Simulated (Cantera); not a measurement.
Feed: 1 mol Si, a varied amount of CO2, 300 mol N2, held at 1723.15 K and 13300 Pa.

Equilibrium computed with Cantera from the NASA thermochemical tables; the gas is ideal and each condensed phase is pure. Candidate condensed phases: C, Si, SiC, SiO2, Si2N2O, Si3N4; 34 gas species. Mutual solubility and eutectic melting of coexisting phases are not modelled. The tables hold silica as quartz up to 1696 K and as liquid above; real silica turns to tridymite and cristobalite and melts near 1996 K. Rates play no part.

Question: What share of the Si ends up in condensed phases as a function of n(CO2) (mol), at 0.12, 0.15, 0.2, 0.25, 0.32, 0.4, 0.52, 0.66, 0.84, 1.1, 1.4?

Answer: 
| n(CO2) (mol) | Si condensed (%) | as |
|---|---|---|
| 0.12 | 94.6 | Si2N2O(s) + Si3N4(s) |
| 0.15 | 94.6 | Si2N2O(s) + Si3N4(s) |
| 0.2 | 94.6 | Si2N2O(s) + Si3N4(s) |
| 0.25 | 94.6 | Si2N2O(s) + Si3N4(s) |
| 0.32 | 94.6 | Si2N2O(s) + Si3N4(s) |
| 0.4 | 94.6 | Si2N2O(s) + Si3N4(s) |
| 0.52 | 94.6 | Si2N2O(s) + Si3N4(s) |
| 0.66 | 68.0 | Si2N2O(s) |
| 0.84 | 32.0 | Si2N2O(s) |
| 1.1 | 10.0 | SiO2(condensed) |
| 1.4 | 39.9 | SiO2(condensed) |
